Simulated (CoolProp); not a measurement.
Computed with CoolProp (reference Helmholtz-energy equation of state, Gao 2020).

Q: Give the vapour pressure (bar), enthalpy of vaporisation (kJ/kg), liquid viscosity (µPa s) of saturated ammonia at 285.8, 304.7, 323.7 K.

A: 
```json
[
 {"T (K)": "285.8", "p (bar)": "6.73", "enthalpy of vaporisation (kJ/kg)": "1220", "liquid viscosity (µPa s)": "149"},
 {"T (K)": "304.7", "p (bar)": "12.2", "enthalpy of vaporisation (kJ/kg)": "1140", "liquid viscosity (µPa s)": "124"},
 {"T (K)": "323.7", "p (bar)": "20.6", "enthalpy of vaporisation (kJ/kg)": "1050", "liquid viscosity (µPa s)": "103"}
]
```

Viscosity comes from a separate model (Fenghour 1995).
